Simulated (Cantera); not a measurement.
# Hydrocarbon pyrolysis for carbon deposition

A perfectly stirred reactor is fed with C2H6 : N2 = 1 : 37 (molar parts), at 0.728 Torr; it is held at 1975 K, and followed from long to short residence time.

Model: GRI-Mech 3.0 (53 species, 325 reactions), integrated in Cantera. GRI-Mech 3.0 stops at C3 and has no aromatics, soot or wall deposition, so with more carbon than oxygen in the feed, carbon stays in small species such as C2H2 where larger ones or solid carbon would form. Radical loss at walls, strong at low pressure, is not modelled.

```json
[
 {"τ (s)": "14", "x C2H6": "1.43e-6", "x CH2": "9.24e-6", "x C2H2": "0.0235", "x CH4": "0.000497", "x C2H4": "1.20e-5", "x CH3": "0.000289"},
 {"τ (s)": "4.8", "x C2H6": "4.20e-6", "x CH2": "1.52e-5", "x C2H2": "0.0236", "x CH4": "0.000887", "x C2H4": "3.64e-5", "x CH3": "0.000521"},
 {"τ (s)": "1.7", "x C2H6": "1.18e-5", "x CH2": "2.46e-5", "x C2H2": "0.0234", "x CH4": "0.00143", "x C2H4": "9.97e-5", "x CH3": "0.000906"},
 {"τ (s)": "0.59", "x C2H6": "3.33e-5", "x CH2": "3.93e-5", "x C2H2": "0.0226", "x CH4": "0.00217", "x C2H4": "0.000261", "x CH3": "0.00158"},
 {"τ (s)": "0.21", "x C2H6": "9.11e-5", "x CH2": "6.08e-5", "x C2H2": "0.0213", "x CH4": "0.00302", "x C2H4": "0.000628", "x CH3": "0.00271"},
 {"τ (s)": "0.073", "x C2H6": "0.000253", "x CH2": "9.13e-5", "x C2H2": "0.0190", "x CH4": "0.00387", "x C2H4": "0.00143", "x CH3": "0.00469"},
 {"τ (s)": "0.026", "x C2H6": "0.000679", "x CH2": "0.000128", "x C2H2": "0.0152", "x CH4": "0.00432", "x C2H4": "0.00289", "x CH3": "0.00792"},
 {"τ (s)": "0.0090", "x C2H6": "0.00185", "x CH2": "0.000166", "x C2H2": "0.00955", "x CH4": "0.00384", "x C2H4": "0.00496", "x CH3": "0.0129"},
 {"τ (s)": "0.0032", "x C2H6": "0.00476", "x CH2": "0.000177", "x C2H2": "0.00366", "x CH4": "0.00234", "x C2H4": "0.00582", "x CH3": "0.0183"},
 {"τ (s)": "0.0011", "x C2H6": "0.0110", "x CH2": "0.000125", "x C2H2": "0.000460", "x CH4": "0.000824", "x C2H4": "0.00325", "x CH3": "0.0193"},
 {"τ (s)": "0.00039", "x C2H6": "0.0184", "x CH2": "3.79e-5", "x C2H2": "9.66e-6", "x CH4": "0.000190", "x C2H4": "0.000527", "x CH3": "0.0132"}
]
```
x: mole fraction; the columns are a selection and need not sum to one.
